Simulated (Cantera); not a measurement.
An isothermal, constant-pressure homogeneous reactor starts with N₂O : H₂O = 1 : 0.005 (molar parts), at 1448 K and 0.133 bar. Integrator tolerance rtol = 1e-08.

Model: GRI-Mech 3.0 (53 species, 325 reactions), integrated in Cantera. GRI-Mech 3.0 was tuned for natural gas; its chemistry of N2O as a main component is partial and can be far from experiment. The temperature is held fixed by assumption; the heat of reaction is taken as removed at once.

Q: What does this change do: temperature 1448 to 1075 K?

A: 
```
quantity                                            before                                    after
----------------  ----------------------------------------  ---------------------------------------
x(N₂O) at 1.00 s    0.0182 (gas-phase equilibrium 2.28e-8)    0.986 (gas-phase equilibrium 2.01e-9)
x(H₂O) at 1.00 s   0.00333 (gas-phase equilibrium 0.00331)  0.00496 (gas-phase equilibrium 0.00332)
x(NO₂) at 1.00 s  0.000171 (gas-phase equilibrium 3.15e-6)  7.02e-5 (gas-phase equilibrium 1.19e-6)
x(H) at 1.00 s     4.67e-8 (gas-phase equilibrium 3.07e-9)  4.29e-11 (gas-phase equilibrium <1e-12)
x(OH) at 1.00 s    4.01e-5 (gas-phase equilibrium 1.66e-5)  1.05e-6 (gas-phase equilibrium 1.53e-7)
x(O) at 1.00 s     1.80e-5 (gas-phase equilibrium 3.10e-6)  2.02e-7 (gas-phase equilibrium 2.08e-9)
```
The mechanism lacks the step 2 NO + O2 → 2 NO2, which can matter for NO2 below about 1400 K.
